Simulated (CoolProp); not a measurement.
Octamethyltrisiloxane (MDM) along the isotherm 362.4 K: fugacity coefficient from the reference equation and from simpler models built on Tc = 565.4 K, pc = 1.438 MPa, ω = 0.528; each cubic takes its own stable root.

Model: reference Helmholtz-energy equation of state, Thol 2017, in CoolProp.

| p (MPa) | phase | reference |
|---|---|---|
| 0.00682 | gas | 0.9915 |
| 0.0106 | gas | 0.9869 |
| 0.0165 | liquid | 0.7904 |
| 0.0257 | liquid | 0.5079 |
| 0.0401 | liquid | 0.3260 |
| 0.0624 | liquid | 0.2100 |
| 0.0972 | liquid | 0.1353 |
| 0.151 | liquid | 0.08759 |
| 0.236 | liquid | 0.05654 |
| 0.367 | liquid | 0.03686 |
| 0.571 | liquid | 0.02420 |
| 0.889 | liquid | 0.01607 |
| 1.38 | liquid | 0.01090 |
| 2.16 | liquid | 0.007553 |

Question: How far does each simpler model (van der Waals, Redlich-Kwong, Soave-Redlich-Kwong, Peng-Robinson) lie from the reference over these 14 states: mean and median of the absolute difference, and the worst?

Answer: 
- van der Waals: mean 669.8 %, median 769.7 %, worst +1312.7 % at 362.4 K and 2.16 MPa
- Redlich-Kwong: mean 228.4 %, median 316.1 %, worst +331.5 % at 362.4 K and 2.16 MPa
- Soave-Redlich-Kwong: mean 0.5 %, median 0.2 %, worst +2.3 % at 362.4 K and 2.16 MPa
- Peng-Robinson: mean 2.9 %, median 3.4 %, worst +3.5 % at 362.4 K and 0.0165 MPa

At some of these states van der Waals, Redlich-Kwong gives the other phase, because its saturation line lies elsewhere.
